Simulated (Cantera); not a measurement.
**Equilibrium for nitride etching: Si3N4 + Cl2 + H2 + O2**

Charge: 1 mol Si3N4, 1.9 mol Cl2, 98 mol H2, 0.32 mol O2, at 75.0 Torr.

Cantera equilibrium calculation (NASA polynomials, part measured and part estimated; ideal gas, pure solids and liquids). Candidate condensed phases: H2O, NH4Cl, Si, SiO2, Si2N2O, Si3N4; 47 gas species. Mutual solubility and eutectic melting of coexisting phases are not modelled. The tables' values for SiCl, SiCl3 are old estimates; treat these amounts as uncertain. Gases not in the tables: Si2H6 and higher silanes. The numbers say what is thermodynamically allowed, not how fast it happens.

```csv
T (K),x H2,x HCl,x N2,x SiO,x H,x SiCl2,x Si,x SiCl,n Si2N2O(s),n Si3N4(s),n Si(s),n Si(l)
875,0.960,0.0378,0.00215,<1e-12,1.55e-10,4.72e-10,<1e-12,<1e-12,0.640,0.572,0,0
975,0.960,0.0379,0.00215,<1e-12,3.54e-9,2.01e-8,<1e-12,<1e-12,0.640,0.573,0,0
1075,0.960,0.0379,0.00214,<1e-12,4.55e-8,4.23e-7,<1e-12,<1e-12,0.640,0.573,0,0
1175,0.960,0.0379,0.00215,1.33e-11,3.80e-7,5.23e-6,<1e-12,2.50e-12,0.640,0.573,0,0
1275,0.960,0.0378,0.00218,1.43e-9,2.28e-6,4.28e-5,2.14e-12,1.81e-10,0.640,0.571,0,0
1375,0.960,0.0374,0.00232,7.51e-8,1.06e-5,0.000242,2.37e-10,6.67e-9,0.640,0.564,0,0
1475,0.960,0.0359,0.00278,2.19e-6,4.02e-5,0.000931,1.27e-8,1.33e-7,0.640,0.541,0,0
1575,0.961,0.0329,0.00380,3.91e-5,0.000129,0.00243,3.66e-7,1.54e-6,0.636,0.491,0,0
1675,0.955,0.0305,0.0103,0.000386,0.000359,0.00351,4.34e-6,8.21e-6,0.601,0.181,0.855,0
1775,0.940,0.0306,0.0195,0.00624,0.000887,0.00319,2.20e-5,2.20e-5,0,0,0,2.02
1875,0.938,0.0311,0.0195,0.00623,0.00201,0.00288,9.06e-5,5.20e-5,0,0,0,2.04
1975,0.935,0.0315,0.0194,0.00623,0.00418,0.00262,0.000323,0.000112,0,0,0,2.03
```
x: gas mole fraction; n: condensed amount in mol.

From 875 K to 1575 K the condensed part is Si2N2O(s) + Si3N4(s). At 1675 K the condensed part is Si(s) + Si2N2O(s) + Si3N4(s). From 1775 K to 1975 K the condensed part is Si(l). The main Si-bearing gas is SiCl4 at 875 K and SiO at 1975 K.
